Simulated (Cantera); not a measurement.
Ammonia decomposition in nitride growth gas

An isothermal, constant-pressure homogeneous reactor starts with 53.2 % NH₃, 46.8 % H₂, at 2075 K and 760 Torr.

Computed with Cantera and the gas-phase N/H chemistry of the illustrative SiF4/NH3 mechanism in the Surface Chemkin manual (1991). Walls and surfaces, which speed up NH3 decomposition in real reactors, are not modelled.

```csv
t (s),x NH₃,x H₂,x N₂H₄,x N₂,x N
7.00e-6,0.532,0.468,4.72e-9,1.20e-8,1.95e-9
2.27e-5,0.531,0.468,4.75e-8,3.39e-6,6.64e-8
7.34e-5,0.530,0.469,2.66e-7,0.000229,8.16e-7
0.000237,0.524,0.473,3.36e-7,0.00209,1.16e-6
0.000769,0.505,0.485,3.20e-7,0.00821,1.17e-6
0.00249,0.451,0.522,2.73e-7,0.0261,1.20e-6
0.00805,0.320,0.610,1.72e-7,0.0687,1.26e-6
0.0261,0.127,0.740,4.84e-8,0.132,1.31e-6
0.0844,0.0138,0.815,2.04e-9,0.169,1.00e-6
0.273,0.00101,0.824,1.99e-11,0.173,1.85e-7
0.884,0.000219,0.824,<1e-12,0.173,4.12e-8
2.86,6.20e-5,0.824,<1e-12,0.173,1.17e-8
9.27,1.92e-5,0.824,<1e-12,0.173,3.60e-9
30.0,7.43e-6,0.824,<1e-12,0.173,1.40e-9
```
x: mole fraction; the columns are a selection and need not sum to one.

Equilibrium at this temperature and pressure: NH₃ 5.61e-6, H₂ 0.824, N₂H₄ <1e-12, N₂ 0.173, N 1.06e-9 (gas phase only).
